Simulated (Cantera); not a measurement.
Input (Python, Cantera) and output of one run.

```python
import numpy as np
import cantera as ct

gas_names = """
    AL ALC ALH ALN ALO ALOH ALO2 ALO2H AL2 AL2O AL2O2 C CH CH2 CH3 CH2OH CH3O CH4 CH3OH CN CO CO2 COOH
    C2 C2H CHCO,ketyl C2H2,acetylene C2H2,vinylidene CH2CO,ketene C2H3,vinyl CH3CN CH3CO,acetyl C2H4
    C2H4O,ethylen CH3CHO,ethanal CH3COOH (HCOOH)2 C2H5 C2H6 CH3OCH3 C2H5OH CCN CNC C2N2 C2O C3
    C3H3,propargyl C3H4,allene C3H4,propyne C3H4,cyclo- C3H5,allyl C3H6,propylene C3H6,cyclo- C3H6O
    C3H7,n-propyl C3H7,i-propyl C3H8 C3H8O,1propanol C3H8O,2propanol C3O2 C4 C4H2 C4H4,1,3-cyclo-
    C4H6,butadiene C4H6,2-butyne C4H6,cyclo- C4H8,1-butene C4H8,cis2-buten C4H8,tr2-butene
    C4H8,isobutene C4H8,cyclo- (CH3COOH)2 C4H9,n-butyl C4H9,i-butyl C4H9,s-butyl C4H9,t-butyl
    C4H10,isobutane C4H10,n-butane C4N2 C5 C5H6,1,3cyclo- C5H8,cyclo- C5H10,1-pentene C5H10,cyclo-
    C5H11,pentyl C5H11,t-pentyl C5H12,n-pentane C5H12,i-pentane CH3C(CH3)2CH3 C6H2 C6H5,phenyl
    C6H5O,phenoxy C6H6 C6H5OH,phenol C6H10,cyclo- C6H12,1-hexene C6H12,cyclo- C6H13,n-hexyl C7H7,benzyl
    C7H8 C7H8O,cresol C7H14,1-heptene C7H15,n-heptyl C7H16,n-heptane C8H8,styrene C8H10,ethylbenz
    C8H16,1-octene C8H17,n-octyl C8H18,isooctane C8H18,n-octane C9H19,n-nonyl C10H8,naphthale
    C10H21,n-decyl C12H9,o-bipheny C12H10,bipheny H HALO HCN HCO HCCN HNC HNCO HNO HNO2 HNO3 HO2 H2
    HCHO,formaldehy HCOOH H2O H2O2 N NCO NH NH2 NH3 NH2OH NO NO2 NO3 N2 N2H2 N2H4 N2O O OH O2 O3
""".split()
cond_names = """
    AL(cr) AL(L) ALN(s) AL2O3(a) AL2O3(L) C(gr) C6H6(L) C7H8(L) C8H18(L),n-octa H2O(s) H2O(L)
""".split()


def load(file, names, dense=False):
    # The tables refer to 1 bar. Condensed volumes are neglected.
    table = {s.name: s for s in ct.Species.list_from_file(file)}
    out = []
    for n in names:
        d = dict(table[n].input_data)
        d["thermo"] = dict(d["thermo"], **{"reference-pressure": 1e5})
        if dense:
            d["equation-of-state"] = {"model": "constant-volume", "density": "1e6 g/cm^3"}
        out.append(ct.Species.from_dict(d))
    return out


gas = ct.Solution(thermo="ideal-gas", species=load("nasa_gas.yaml", gas_names))
cond = {s.name: ct.Solution(thermo="fixed-stoichiometry", species=[s], name=s.name)
        for s in load("nasa_condensed.yaml", cond_names, dense=True)}
atoms = {
    'Al(CH3)3': {'AL': 1, 'C': 3, 'H': 9},
    'H2O': {'H': 2, 'O': 1},
    'N2': {'N': 2},
}
top_T = {'ALN(s)': 2750, 'C(gr)': 4500}  # K; cautious upper limits of use, not melting points


def equilibrate(T, P, feed):
    n = {}
    for name, mol in feed.items():
        for a, k in atoms[name].items():
            n[a] = n.get(a, 0.0) + k * mol
    gas.TPX = T, P, n
    mass = sum(n.values()) * gas.mean_molecular_weight
    gas.equilibrate("TP")
    valid = [c for c in cond.values() if c.min_temp <= T <= top_T.get(c.name, c.max_temp)]
    mix = ct.Mixture([(gas, mass / gas.mean_molecular_weight)] + [(c, 0.0) for c in valid])
    mix.T, mix.P = T, P
    mix.equilibrate("TP", solver="vcs", rtol=1e-11, max_steps=5000)
    return mix


results = []
feed = {'Al(CH3)3': 1, 'H2O': 0.38, 'N2': 570}  # mol
P = 1100  # Pa
for T in [1073, 1173, 1273, 1373, 1473, 1573, 1673, 1773, 1873, 1973]:
    mix = equilibrate(T, P, feed)
    results.append((T, P, feed, dict(zip(mix.species_names, mix.species_moles))))
    x = sorted(zip(gas.X, gas.species_names), reverse=True)
    print(f"T = {T:g} K  P = {P:g} Pa  gas = {mix.phase_moles(0):.4g} mol")
    print("   x: " + "  ".join(f"{s} {v:.3e}" for v, s in x if v > 1e-05))
    print("   condensed (mol): " + ("  ".join(f"{mix.phase(i).name} {mix.phase_moles(i):.4g}"
          for i in range(1, mix.n_phases) if mix.phase_moles(i) > 1e-12) or "none"))
```

It prints:

```
T = 1073 K  P = 1100 Pa  gas = 574.6 mol
   x: N2 9.913e-01  H2 8.492e-03  CO 1.848e-04
   condensed (mol): ALN(s) 0.8175  AL2O3(a) 0.09127  C(gr) 2.893
T = 1173 K  P = 1100 Pa  gas = 574.8 mol
   x: N2 9.908e-01  H2 8.488e-03  CO 6.611e-04
   condensed (mol): ALN(s) 1  C(gr) 2.617
T = 1273 K  P = 1100 Pa  gas = 574.8 mol
   x: N2 9.908e-01  H2 8.483e-03  CO 6.611e-04  HCN 1.464e-05
   condensed (mol): ALN(s) 1  C(gr) 2.612
T = 1373 K  P = 1100 Pa  gas = 574.8 mol
   x: N2 9.908e-01  H2 8.471e-03  CO 6.611e-04  HCN 3.636e-05
   condensed (mol): ALN(s) 1  C(gr) 2.599
T = 1473 K  P = 1100 Pa  gas = 574.8 mol
   x: N2 9.908e-01  H2 8.444e-03  CO 6.611e-04  HCN 7.965e-05  H 1.108e-05
   condensed (mol): ALN(s) 1  C(gr) 2.573
T = 1573 K  P = 1100 Pa  gas = 574.8 mol
   x: N2 9.907e-01  H2 8.392e-03  CO 6.611e-04  HCN 1.575e-04  H 3.551e-05
   condensed (mol): ALN(s) 0.9997  C(gr) 2.527
T = 1673 K  P = 1100 Pa  gas = 574.8 mol
   x: N2 9.906e-01  H2 8.293e-03  CO 6.611e-04  HCN 2.857e-04  H 9.888e-05  AL 1.050e-05
   condensed (mol): ALN(s) 0.9939  C(gr) 2.451
T = 1773 K  P = 1100 Pa  gas = 574.9 mol
   x: N2 9.903e-01  H2 8.115e-03  CO 6.609e-04  HCN 4.816e-04  H 2.443e-04  AL 1.374e-04  HNC 1.718e-05
   condensed (mol): ALN(s) 0.9206  C(gr) 2.332
T = 1873 K  P = 1100 Pa  gas = 576.1 mol
   x: N2 9.888e-01  H2 7.798e-03  AL 1.362e-03  HCN 7.588e-04  CO 6.596e-04  H 5.434e-04  HNC 3.371e-05
   condensed (mol): ALN(s) 0.2128  C(gr) 2.16
T = 1973 K  P = 1100 Pa  gas = 576.6 mol
   x: N2 9.880e-01  H2 7.314e-03  AL 1.730e-03  HCN 1.125e-03  H 1.100e-03  CO 6.591e-04  HNC 6.085e-05
   condensed (mol): C(gr) 1.927
```

Method: chemical equilibrium by Gibbs-energy minimisation in Cantera with the NASA 1993 tables (ideal gas, pure condensed phases). The feed counts by its element totals alone. Mutual solubility and eutectic melting of coexisting phases are not modelled. Condensed phases not in the tables: aluminium oxynitride.
